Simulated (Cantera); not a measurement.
Charge: 1 mol CH3Cl, 0.052 mol Si, 0.24 mol H2, at 2798.15 K and 64.0 mbar.

Method: chemical equilibrium by Gibbs-energy minimisation in Cantera with the NASA 1993 tables (ideal gas, pure condensed phases). Candidate condensed phases: C, C6H6, C7H8, C8H18, Si, SiC; 109 gas species. The tables' values for SiCl, SiCl3 are old estimates; treat these amounts as uncertain. Gases not in the tables: Si2H6 and higher silanes. Equilibrium is a limit: real reactors are often held back by kinetics, nucleation or transport.

Base state: H2 0.399, HCl 0.269, H 0.203, Cl 0.0946, C2H2 (acetylene) 0.0132, Si 0.00878, SiC2 0.00487, SiCl2 0.00348 (mole fractions); condensed: C(graphite).

Q: What changes in the equilibrium state with this change: pressure from 64.0 mbar to 0.520 bar?

A: 
| species | before | after |
|---|---|---|
| H2 | 0.399 | 0.495 |
| HCl | 0.269 | 0.348 |
| H | 0.203 | 0.0793 |
| SiCl2 | 0.00348 | 0.0139 |
| Cl | 0.0946 | 0.0385 |
| C2H2 (acetylene) | 0.0132 | 0.0164 |
| SiCl3 | 1.20e-5 | 0.000158 |
| CH4 | 1.00e-6 | 1.25e-5 |
| C | 0.000101 | 1.24e-5 |
| C2 | 4.71e-5 | 5.79e-6 |
| C(graphite), mol | 0.891 | 0.907 |
